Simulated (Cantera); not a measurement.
Input: 1 mol Fe3O4, 0.034 mol Cl2, a varied amount of N2, held at 1273 K and 38000 Pa.

Equilibrium computed with Cantera from the NASA thermochemical tables; the gas is ideal and each condensed phase is pure. Candidate condensed phases: Fe, FeCl2, FeCl3, FeO, Fe2O3, Fe3O4; 19 gas species. Mutual solubility and eutectic melting of coexisting phases are not modelled. The numbers say what is thermodynamically allowed, not how fast it happens.

x: gas mole fraction; n: condensed amount in mol.

| n(N2) (mol) | x N2 | x FeCl2 | x FeCl3 | x Cl2 | x Cl | x Fe2Cl4 | x O2 | n Fe2O3(s) | n Fe3O4(s) |
|---|---|---|---|---|---|---|---|---|---|
| 0.84 | 0.964 | 0.0290 | 0.00612 | 0.000438 | 0.000329 | 9.38e-5 | 1.73e-5 | 0.123 | 0.908 |
| 1.5 | 0.979 | 0.0175 | 0.00285 | 0.000263 | 0.000255 | 3.39e-5 | 1.73e-5 | 0.125 | 0.906 |
| 2.2 | 0.986 | 0.0124 | 0.00170 | 0.000186 | 0.000215 | 1.70e-5 | 1.73e-5 | 0.126 | 0.906 |
| 2.9 | 0.989 | 0.00959 | 0.00116 | 0.000145 | 0.000189 | 1.02e-5 | 1.73e-5 | 0.126 | 0.905 |
| 3.6 | 0.991 | ? | ? | ? | 0.000171 | ? | 1.73e-5 | 0.126 | 0.905 |
| 4.2 | 0.992 | 0.00680 | 0.000693 | 0.000103 | 0.000159 | 5.14e-6 | 1.73e-5 | 0.127 | 0.905 |
| 4.9 | 0.993 | 0.00588 | 0.000558 | 8.88e-5 | 0.000148 | 3.85e-6 | 1.73e-5 | 0.127 | 0.905 |
| 5.6 | 0.994 | 0.00519 | 0.000462 | 7.83e-5 | 0.000139 | 2.99e-6 | 1.73e-5 | 0.127 | 0.905 |
| 6.3 | 0.995 | ? | ? | ? | 0.000132 | ? | 1.73e-5 | 0.127 | 0.905 |
| 7 | 0.995 | 0.00420 | 0.000336 | 6.34e-5 | 0.000125 | 1.96e-6 | 1.73e-5 | 0.127 | 0.905 |
| 7.6 | 0.996 | 0.00388 | 0.000299 | 5.86e-5 | 0.000120 | 1.68e-6 | 1.73e-5 | 0.127 | 0.905 |

### Question
Complete the blanks.

### Answer

- 6.3, x FeCl2: 0.00464
- 6.3, x FeCl3: 0.000391
- 6.3, x Cl2: 7.00e-5
- 6.3, x Fe2Cl4: 2.39e-6
- 3.6, x FeCl2: 0.00785
- 3.6, x FeCl3: 0.000860
- 3.6, x Cl2: 0.000118
- 3.6, x Fe2Cl4: 6.85e-6
